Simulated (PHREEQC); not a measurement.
0.063 g of hydrous ferric oxide (600 m²/g; 0.2 weak and 0.005 strong sites per Fe, Dzombak-Morel constants, diffuse double layer) in 1 kg of water with 0.1 mol/kgw of an inert sodium salt and 1.4e-05 mol/kgw CaCl2, at 25 °C; the pH is set by adding NaOH or the inert anion's acid. O2 is buffered at 0.21 atm. CO2 from the air is kept out. No solid was allowed to form.

Base run: PHREEQC, ion-association model, wateq4f.dat. Each further column changes one thing. The table gives surface charge σ (C/m²).

```tsv
pH	base	background salt from 0.1 to 0.01 mol/kgw	oxide from 0.063 to 0.32 g/kgw	8.7e-05 mol/kgw NiCl2 added
4	0.321	(withheld)	0.321	0.321
5	0.215	0.113	0.215	0.215
6	0.111	0.050	0.111	0.113
7	0.045	0.017	0.045	0.053
8	0.004	0.002	0.004	(withheld)
9	-0.030	-0.011	-0.032	0.026
10	-0.077	-0.032	(withheld)	(withheld)
11	-0.159	-0.081	-0.183	(withheld)
12	-0.253	-0.192	-0.296	(withheld)
```

**Question.** Some entries are withheld; supply them.

**Answer.** 
- 4, background salt from 0.1 to 0.01 mol/kgw: 0.216
- 8, 8.7e-05 mol/kgw NiCl2 added: 0.036
- 10, oxide from 0.063 to 0.32 g/kgw: -0.089
- 10, 8.7e-05 mol/kgw NiCl2 added: 0.009
- 11, 8.7e-05 mol/kgw NiCl2 added: -0.031
- 12, 8.7e-05 mol/kgw NiCl2 added: -0.136

 In at least one series the solution becomes supersaturated in solids that the run did not let form, among them Ni(OH)2.
